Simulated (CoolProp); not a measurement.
Saturation properties of oxygen.

Computed with CoolProp (reference Helmholtz-energy equation of state, Schmidt 1985).

```
T (K)  p (bar)  vapour density (kg/m³)  liquid cp (kJ/(kg K))  liquid viscosity (µPa s)
-----  -------  ----------------------  ---------------------  ------------------------
92.3     1.257                   5.445                  1.706                       184
95.3     1.677                   7.101                  1.716                       171
98.3     2.196                   9.111                  1.729                       159
101.3    2.829                   11.52                  1.745                       148
104.3    3.588                   14.39                  1.763                       138
107.3    4.489                   17.76                  1.784                       129
110.3    5.547                   21.70                  1.810                       121
113.3    6.777                   26.29                  1.839                       113
116.3    8.194                   31.61                  1.874                       106
119.3    9.814                   37.75                  1.916                      99.0
122.3    11.65                   44.82                  1.966                      92.6
125.3    13.73                   52.98                  2.027                      86.5
```

It boils at 90.2 K under 1 atm.

Viscosity comes from a separate model (Lemmon 2004).
